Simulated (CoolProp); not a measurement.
n-nonane along the isotherm 326.85 °C: density (kg/m³) from the reference equation and from simpler models built on Tc = 321.4 °C, pc = 2282 kPa, ω = 0.443; each cubic takes its own stable root.

Values from CoolProp's reference Helmholtz-energy equation of state, Lemmon 2006. It is a short technical equation, of lower accuracy than the large ones.

```
p (kPa)          phase  reference
-------  -------------  ---------
72.2               gas      1.876
148                gas      3.892
304                gas      8.198
625                gas      17.85
1280               gas      42.57
2640     supercritical      321.8
5410     supercritical      423.9
11100    supercritical      474.6
22800    supercritical      522.6
```

### Question
How far does each simpler model (ideal gas, van der Waals, Redlich-Kwong, Soave-Redlich-Kwong, Peng-Robinson) lie from the reference over these 9 states: mean and median of the absolute difference, and the worst?

### Answer
- ideal gas: mean 26.5 %, median 12.2 %, worst -78.9 % at 326.85 °C and 2640 kPa
- van der Waals: mean 15.0 %, median 4.1 %, worst -33.1 % at 326.85 °C and 5410 kPa
- Redlich-Kwong: mean 7.3 %, median 1.4 %, worst -22.9 % at 326.85 °C and 2640 kPa
- Soave-Redlich-Kwong: mean 7.7 %, median 1.6 %, worst -25.8 % at 326.85 °C and 2640 kPa
- Peng-Robinson: mean 3.8 %, median 0.7 %, worst -18.9 % at 326.85 °C and 2640 kPa
